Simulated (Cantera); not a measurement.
A closed system holds: 1 mol SiCl₄, 0.011 mol Cl₂, 970 mol H₂, at 1.00 bar.

Equilibrium computed with Cantera from the NASA thermochemical tables; the gas is ideal and each condensed phase is pure. Candidate condensed phases: Si; 19 gas species. Kinetics and transport are ignored. All values below are at 1000 K.

Base state: H₂ 0.997, HCl 0.00224, SiHCl₃ 0.000373, SiH₂Cl₂ 0.000126, SiCl₄ 0.000119, SiH₃Cl 1.09e-5 (mole fractions); condensed: Si(s).

**Question.** What changes in the equilibrium state with this change: pressure from 1.00 bar to 0.00530 bar?

**Answer.** 
| species | before | after |
|---|---|---|
| H₂ | 0.997 | 0.996 |
| HCl | 0.00224 | 0.00401 |
| SiCl₂ | 8.59e-6 | 2.75e-5 |
| SiHCl₃ | 0.000373 | 1.13e-5 |
| SiH₃Cl | 1.09e-5 | 1.03e-7 |
| SiH₂Cl₂ | 0.000126 | 2.13e-6 |
| SiCl₄ | 0.000119 | 6.46e-6 |
| Si(s), mol | 0.374 | 0.951 |
